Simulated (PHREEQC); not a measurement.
Dissolve 1.2 mmol/kgw (NH4)2HPO4 and 17 mmol/kgw NaF at 25 °C and 300 atm. Closed to the air; pH follows from the charge balance.

All values are PHREEQC results (ion-association model, phreeqc.dat), not measurements.

No solid was allowed to form.

Task: Order these P species by the share of P that they hold, largest first: HPO4-2, NaHPO4-, H2PO4-.

Result: HPO4-2 (91 %), H2PO4- (8.0 %), NaHPO4- (1.3 %)

The pH is 7.96 and the ionic strength 0.0203 mol/kgw. Under pressure, the constants of complexes without a molar volume in the database are unreliable.
